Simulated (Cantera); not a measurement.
# Al + O2 + H2 (aluminium nitride and oxide growth)

A closed system holds: 1 mol Al, 0.47 mol O2, 88 mol H2, at 850 K and 6.60 Torr.

These are equilibrium values from Cantera (NASA tables, ideal gas, pure condensed phases), not measurements of a reactor. Candidate condensed phases: Al, Al2O3, H2O; 19 gas species. Rates play no part.

- x(H2): 1.00
- n(Al(s)): 0.373 mol
- n(Al2O3(s)): 0.313 mol
- gas amount: 88.00 mol
